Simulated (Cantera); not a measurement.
A closed system holds: 1 mol TiO₂, 0.46 mol C, 0.013 mol CO, equilibrated at 802 °C and 67.0 Pa.

Cantera equilibrium calculation (NASA polynomials, part measured and part estimated; ideal gas, pure solids and liquids). Candidate condensed phases: C, Ti, TiC, TiO, TiO₂, Ti₂O₃, Ti₃O₅, Ti₄O₇; 15 gas species. Condensed phases not in the tables: Magnéli phases beyond Ti₄O₇. Equilibrium is a limit: real reactors are often held back by kinetics, nucleation or transport.

Base state: CO 1.000, CO₂ 9.10e-5 (mole fractions); condensed: C(graphite) + Ti₄O₇(s).

Problem. What changes in the equilibrium state with this change: TiO₂ replaced by Fe₂O₃?

Solution. 
```json
[
 {"species": "CO₂", "before": "9.10e-5", "after": "0.947"},
 {"species": "CO", "before": "1.000", "after": "0.0527"},
 {"species": "C(graphite), mol", "before": "0.210", "after": "0"},
 {"species": "Ti₄O₇(s), mol", "before": "0.250", "after": "0"},
 {"species": "FeO(s), mol", "before": "0", "after": "1.72"},
 {"species": "Fe₃O₄(s), mol", "before": "0", "after": "0.0919"}
]
```
Mutual solubility and eutectic melting of coexisting phases are not modelled. The tables' stoichiometric FeO is somewhat more stable than real wüstite, so its field is too wide. FeO: taken at fixed stoichiometry. Further candidate phases: Fe, Fe(CO)₅, FeO, Fe₂O₃, Fe₃O₄.
